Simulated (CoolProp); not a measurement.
The fluid at 317.65 K and 0.0311 MPa expands adiabatically to 0.00491 MPa with isentropic efficiency 0.85. The same conditions are run with several fluids, on thermodynamics alone (safety and materials aside).

Computed with CoolProp (reference Helmholtz-energy equation of state of each fluid (R141b: Lemmon 2006; R507A: Lemmon 2003; neopentane: Lemmon 2006; isobutene: Lemmon 2005)). Blends and air are pseudo-pure fits.

Task: Rank R141b, R507A, neopentane, isobutene by work (kJ/kg), highest first.

Result: isobutene (67.6), neopentane (53.7), R507A (38.2), R141b (32.3)

| fluid | final temperature (K) | final density (kg/m³) |
|---|---|---|
| R141b | 273.8 | 0.253 |
| R507A | 272.4 | 0.215 |
| neopentane | 285.4 | 0.150 |
| isobutene | 274.2 | 0.121 |
